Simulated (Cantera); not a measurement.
A closed system holds: 1 mol TEOS, 2.5 mol N2O, held at 0.133 bar.

These are equilibrium values from Cantera (NASA tables, ideal gas, pure condensed phases), not measurements of a reactor. Candidate condensed phases: C, C6H6, C7H8, C8H18, H2O, Si, SiC, SiO2, Si2N2O, Si3N4; 151 gas species. The feed counts by its element totals alone. The tables hold silica as quartz up to 1696 K and as liquid above; real silica turns to tridymite and cristobalite and melts near 1996 K. Kinetics and transport are ignored.

### Question
At 1300 K, list the 5 most abundant gas species with their mole fractions, and the condensed phases.

### Answer
H2 0.588, CO 0.265, N2 0.147, CH4 0.000362, H2O 0.000189. Condensed: C(graphite) + SiO2(β-quartz).
